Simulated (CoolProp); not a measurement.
Nitrous oxide at 361.44 K and 5.34 MPa is throttled through a valve to 3.23 MPa with no heat exchange. Each further row changes one setting.

The numbers come from the reference Helmholtz-energy equation of state, Lemmon 2006 in CoolProp. It is a short technical equation, of lower accuracy than the large ones.

| case | temperature change (K) | final density (kg/m³) |
|---|---|---|
| as stated | -15.5 | 55.8 |
| outlet pressure 0.969 MPa | -34.4 | 16.3 |
| outlet pressure 4.2 MPa | -8.2 | 73.2 |
